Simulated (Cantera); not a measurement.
Feed: 1 mol C6H6, 5.1 mol CO2, 2.4 mol N2, 0.77 mol NH3, equilibrated at 1.33 mbar.

Method: chemical equilibrium by Gibbs-energy minimisation in Cantera with the NASA 1993 tables (ideal gas, pure condensed phases). Candidate condensed phases: C, C6H6, C7H8, C8H18, H2O; 136 gas species. The numbers say what is thermodynamically allowed, not how fast it happens.

Problem. At 1525 °C, list the 6 most abundant gas species with their mole fractions, and the condensed phases.

Solution. CO 0.594, H2 0.239, N2 0.161, H 0.00471, HCN 0.00119, HNC 4.51e-5. Condensed: C(graphite).
